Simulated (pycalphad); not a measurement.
Effect of Si content in Mg-Si-Al

CALPHAD calculation (pycalphad, COST 507 light-alloy database (1999)), 1 atm. The data set is of 1999 and partly superseded. Amounts are mole fractions of atoms.

| alloy | liquidus (K) | first solid | solidus (K) | phases at 770 K |
|---|---|---|---|---|
| Mg-8.56Si-8.6Al (at.%) | 1118 | MG2SI | 709 | HCP_A3 0.55, MG2SI 0.25, LIQUID 0.19 |
| Mg-11.41Si-8.6Al (at.%) | 1167 | MG2SI | 709 | HCP_A3 0.43, MG2SI 0.34, LIQUID 0.23 |
| Mg-17.11Si-8.6Al (at.%) | (withheld) | MG2SI | 709 | (withheld) |

**Question.** Some entries are withheld; supply them.

**Answer.** 
- Mg-17.11Si-8.6Al (at.%), liquidus (K): 1240
- Mg-17.11Si-8.6Al (at.%), phases at 770 K: MG2SI 0.51, LIQUID 0.31, HCP_A3 0.18

Database names, with the compositions (at.%) that they take in these runs: MG2SI: Mg 67 Si 33. HCP_A3 is hcp.
